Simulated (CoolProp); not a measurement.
Model: reference Helmholtz-energy equation of state, Lemmon 2016, in CoolProp.

**Question.** For R115, give the phase and the cp (kJ/(kg K)), speed of sound (m/s), expansivity (1/kK), fugacity coefficient at -57.35 °C and 0.716 MPa.

**Answer.** 
- -57.35 °C and 0.716 MPa: liquid; cp 0.904, speed of sound 695, expansivity 2.06, fugacity coefficient 0.0589
